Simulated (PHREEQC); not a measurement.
Make-up at 10 °C: 0.014 mol/kgw H2SO4, 0.005 mol/kgw NaCl and 0.15 mol/kgw CuCl2. Closed to the air; pH follows from the charge balance.

Computed with PHREEQC (ion-association model, wateq4f.dat).

This is a speciation only: nothing precipitates in the calculation.

Problem. Estimate the pH, ionic strength, activity of water.

Solution. pH 1.70; ionic strength 0.439 mol/kgw; activity of water 0.992.

Problem. In which forms is Cl present?

Solution. Cl- 95 %, CuCl+ 4.1 % of the Cl.

Constants without temperature data keep their 25 °C values here.
